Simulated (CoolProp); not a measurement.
Saturation properties of fluorine (Tc = 144.4 K, pc = 52.40 bar, ω = 0.045).

Model: reference Helmholtz-energy equation of state, de Reuck 1990, in CoolProp.

```json
[
 {"T (K)": "95.9", "p (bar)": "3.023", "liquid density (kg/m³)": "1422", "enthalpy of vaporisation (kJ/kg)": "163.2", "liquid cp (kJ/(kg K))": "1.559", "vapour Z": "0.9276", "surface tension (mN/m)": "10.5"},
 {"T (K)": "99.5", "p (bar)": "4.105", "liquid density (kg/m³)": "1394", "enthalpy of vaporisation (kJ/kg)": "159.0", "liquid cp (kJ/(kg K))": "1.582", "vapour Z": "0.9114", "surface tension (mN/m)": "9.59"},
 {"T (K)": "103", "p (bar)": "5.409", "liquid density (kg/m³)": "1366", "enthalpy of vaporisation (kJ/kg)": "154.6", "liquid cp (kJ/(kg K))": "1.608", "vapour Z": "0.8937", "surface tension (mN/m)": "8.69"},
 {"T (K)": "106.5", "p (bar)": "6.993", "liquid density (kg/m³)": "1336", "enthalpy of vaporisation (kJ/kg)": "149.9", "liquid cp (kJ/(kg K))": "1.640", "vapour Z": "0.8741", "surface tension (mN/m)": "7.80"},
 {"T (K)": "110.1", "p (bar)": "8.950", "liquid density (kg/m³)": "1304", "enthalpy of vaporisation (kJ/kg)": "144.7", "liquid cp (kJ/(kg K))": "1.680", "vapour Z": "0.8517", "surface tension (mN/m)": "6.91"},
 {"T (K)": "113.6", "p (bar)": "11.21", "liquid density (kg/m³)": "1272", "enthalpy of vaporisation (kJ/kg)": "139.2", "liquid cp (kJ/(kg K))": "1.729", "vapour Z": "0.8275", "surface tension (mN/m)": "6.06"},
 {"T (K)": "117.1", "p (bar)": "13.84", "liquid density (kg/m³)": "1238", "enthalpy of vaporisation (kJ/kg)": "133.2", "liquid cp (kJ/(kg K))": "1.791", "vapour Z": "0.8007", "surface tension (mN/m)": "5.23"},
 {"T (K)": "120.7", "p (bar)": "16.99", "liquid density (kg/m³)": "1200", "enthalpy of vaporisation (kJ/kg)": "126.3", "liquid cp (kJ/(kg K))": "1.876", "vapour Z": "0.7701", "surface tension (mN/m)": "4.41"},
 {"T (K)": "124.2", "p (bar)": "20.51", "liquid density (kg/m³)": "1160", "enthalpy of vaporisation (kJ/kg)": "118.9", "liquid cp (kJ/(kg K))": "1.989", "vapour Z": "0.7368", "surface tension (mN/m)": "3.63"},
 {"T (K)": "127.8", "p (bar)": "24.66", "liquid density (kg/m³)": "1115", "enthalpy of vaporisation (kJ/kg)": "110.3", "liquid cp (kJ/(kg K))": "2.158", "vapour Z": "0.6982", "surface tension (mN/m)": "2.86"},
 {"T (K)": "131.3", "p (bar)": "29.24", "liquid density (kg/m³)": "1066", "enthalpy of vaporisation (kJ/kg)": "100.5", "liquid cp (kJ/(kg K))": "2.415", "vapour Z": "0.6554", "surface tension (mN/m)": "2.14"}
]
```

It boils at 85.0 K under 1 atm.

Surface tension comes from a separate correlation (Mulero 2012).
